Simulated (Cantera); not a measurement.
An isothermal, constant-pressure homogeneous reactor starts with 43.1 % H2, 28.7 % O2, 28.2 % N2, at 1323 K and 39000 Pa.

Model: GRI-Mech 3.0 (53 species, 325 reactions), integrated in Cantera. The temperature is held fixed by assumption; the heat of reaction is taken as removed at once.

x: mole fraction; the columns are a selection and need not sum to one.

```tsv
t (s)	x H2	x O2	x NO	x H	x N2O
0.000700	0.000473	0.0915	1.06e-5	3.74e-5	7.22e-8
0.00146	0.000104	0.0915	1.06e-5	4.35e-6	7.67e-8
0.00305	___	0.0915	1.06e-5	___	7.90e-8
0.00637	8.13e-6	0.0915	1.06e-5	1.33e-7	8.00e-8
0.0133	3.03e-6	0.0915	1.06e-5	3.35e-8	7.96e-8
0.0277	1.31e-6	0.0916	1.07e-5	1.01e-8	7.70e-8
0.0579	6.68e-7	0.0916	1.07e-5	3.76e-9	7.05e-8
0.121	4.40e-7	0.0916	1.07e-5	1.99e-9	5.80e-8
0.252	3.84e-7	0.0916	1.07e-5	1.61e-9	3.87e-8
0.527	3.80e-7	0.0916	1.07e-5	1.58e-9	___
1.10	3.79e-7	0.0916	1.07e-5	1.57e-9	7.34e-9
2.30	3.79e-7	0.0916	1.07e-5	1.57e-9	5.70e-9
4.79	3.79e-7	0.0916	1.07e-5	1.57e-9	5.68e-9
10.0	3.79e-7	0.0916	1.07e-5	1.57e-9	5.68e-9
```

Problem. Some entries are withheld; supply them.

Solution. 
- 0.00305, x H2: 2.64e-5
- 0.00305, x H: 6.64e-7
- 0.527, x N2O: 1.82e-8
